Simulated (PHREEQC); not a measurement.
## Brine: speciation

Make-up at 20 °C: 3.5 mol HCl, 0.49 mol BaCl2 and 5.7e-05 mol H4SiO4 per kg of water. Closed to the air; pH follows from the charge balance.

Computed with PHREEQC (Pitzer model, pitzer.dat).

```json
{
 "pH": "-1.24",
 "ionic_strength": "4.97 mol/kgw",
 "activity_of_water": "0.803",
 "density": "1.131 g/cm³",
 "osmotic_coefficient": "1.435",
 "total_alkalinity": "-3500 meq/kg"
}
```

```json
[
 {"species": "Cl-", "molality": "4.48", "activity": "2.62", "log γ": "-0.233"},
 {"species": "H+", "molality": "3.50", "activity": "17.2", "log γ": "0.692"},
 {"species": "Ba+2", "molality": "0.490", "activity": "0.534", "log γ": "0.037"},
 {"species": "H4SiO4", "molality": "5.70e-5", "activity": "5.70e-5", "log γ": "0.000"}
]
```

Precipitation was switched off in this run. Species that the database lacks are ignored. In brines, pH and single-ion activities rest on the MacInnes convention.
